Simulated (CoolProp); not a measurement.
Saturation properties of dimethyl carbonate (Tc = 283.9 °C, pc = 4909 kPa, ω = 0.346).

The numbers come from the reference Helmholtz-energy equation of state, Zhou 2011 in CoolProp.

| T (°C) | p (kPa) | vapour density (kg/m³) | enthalpy of vaporisation (kJ/kg) | liquid cp (kJ/(kg K)) | surface tension (mN/m) |
|---|---|---|---|---|---|
| 135.75 | 359.2 | 10.27 | 341.7 | 2.087 | 13.1 |
| 149.35 | 493.0 | 13.91 | 330.4 | 2.131 | 11.4 |
| 162.85 | 660.4 | 18.50 | 318.6 | 2.179 | 9.88 |
| 176.45 | 869.6 | 24.31 | 305.7 | 2.232 | 8.37 |
| 189.95 | 1123 | 31.53 | 291.9 | 2.294 | 6.95 |
| 203.55 | 1433 | 40.68 | 276.5 | 2.371 | 5.59 |
| 217.15 | 1803 | 52.27 | 259.2 | 2.471 | 4.32 |
| 230.65 | 2240 | 67.12 | 239.5 | 2.611 | 3.15 |

It boils at 90.1 °C under 1 atm.

Surface tension comes from a separate correlation (Mulero 2014).
